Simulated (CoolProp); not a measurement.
Vapour pressure (kPa) of neopentane: the reference equation beside estimates from Tc = 433.7 K, pc = 3196 kPa, ω = 0.196.

The numbers come from the reference Helmholtz-energy equation of state, Lemmon 2006 in CoolProp. It is a short technical equation, of lower accuracy than the large ones.

| T (K) | reference | van der Waals | Redlich-Kwong | Soave-Redlich-Kwong |
|---|---|---|---|---|
| 302.7 | 197.8 | 630.9 | [?] | 197.7 |
| 314.4 | 279.7 | 763.8 | [?] | 280.0 |
| 326.1 | 384.7 | 913.6 | 496.8 | [?] |
| 337.8 | [?] | 1081 | 647.4 | 519.4 |
| 349.5 | 679.2 | 1267 | 827.2 | 684.4 |
| 361.2 | 876.6 | 1471 | 1039 | 885.1 |
| 372.9 | 1113 | [?] | 1284 | 1126 |
| 384.6 | 1394 | 1940 | 1566 | 1411 |

Problem. Complete the blanks.

Solution. 
- 302.7, Redlich-Kwong: 272.4
- 314.4, Redlich-Kwong: 372.7
- 326.1, Soave-Redlich-Kwong: 386.0
- 337.8, reference: 516.5
- 372.9, van der Waals: 1696

Absolute difference from the reference over all 8 rows, mean and median: van der Waals 110.6 and 97.9 %, Redlich-Kwong 24.2 and 23.6 %, Soave-Redlich-Kwong 0.6 and 0.7 %.
